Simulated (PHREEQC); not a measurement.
Dissolve 0.0047 mol H3AsO4 and 0.21 mol NaCl per kg of water at 25 °C. Closed to the air; pH follows from the charge balance.

All values are PHREEQC results (ion-association model, wateq4f.dat), not measurements.

This is a speciation only: nothing precipitates in the calculation.

Problem. Predict the pH.

Solution. pH 2.57.

Problem. In which forms is As present?

Solution. H2AsO4- 72 %, H3AsO4 28 % of the As.
